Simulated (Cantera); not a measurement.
An adiabatic, constant-volume homogeneous reactor starts with CH4 : O2 : N2 = 1 : 2.67 : 10 (molar parts), equivalence ratio 0.75, at 1275 K and 101000 Pa. Integrator tolerance rtol = 1e-08.

Computed with Cantera and GRI-Mech 3.0 (53 species, 325 reactions).

What does this change do: initial temperature 1275 to 1673 K?


| quantity | before | after |
|---|---|---|
| time of steepest temperature rise | 13.2 ms | 0.237 ms |
| temperature at 0.400 s | 2720 K | 2850 K |
| equilibrium temperature | 2720 K | 2850 K |
| x(CH4) at 0.400 s | <1e-12 (gas-phase equilibrium <1e-12) | <1e-12 (gas-phase equilibrium <1e-12) |
| x(O2) at 0.400 s | 0.0464 (gas-phase equilibrium 0.0464) | 0.0478 (gas-phase equilibrium 0.0478) |
| x(C2H2) at 0.400 s | <1e-12 (gas-phase equilibrium <1e-12) | <1e-12 (gas-phase equilibrium <1e-12) |
| x(C2H) at 0.400 s | <1e-12 (gas-phase equilibrium <1e-12) | <1e-12 (gas-phase equilibrium <1e-12) |
| x(OH) at 0.400 s | 0.0172 (gas-phase equilibrium 0.0172) | 0.0242 (gas-phase equilibrium 0.0242) |
| x(CO) at 0.400 s | 0.0180 (gas-phase equilibrium 0.0180) | 0.0275 (gas-phase equilibrium 0.0275) |
